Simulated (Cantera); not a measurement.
Charge: 1 mol Si₂H₆, 4.2 mol H₂O, 120 mol N₂, at 1823 K and 13.3 mbar.

Cantera equilibrium calculation (NASA polynomials, part measured and part estimated; ideal gas, pure solids and liquids). The feed counts by its element totals alone. The tables hold silica as quartz up to 1696 K and as liquid above; real silica turns to tridymite and cristobalite and melts near 1996 K. Equilibrium is a limit: real reactors are often held back by kinetics, nucleation or transport.

```
species                 before    after
--------------------  --------  -------
N₂                       0.940    0.939
H₂                      0.0515   0.0504
H₂O                    0.00450  0.00547
SiO                    0.00293  0.00391
H                     0.000851  0.00105
SiO₂(condensed), mol      1.63     1.50
```
Gas species are given as mole fractions.

Q: Name the change that produced these shifts.
A. temperature from 1823 K to 1575 K
B. temperature from 1823 K to 1850 K
C. Si₂H₆ replaced by SiH₄
D. temperature from 1823 K to 1273.15 K

A: B, temperature from 1823 K to 1850 K
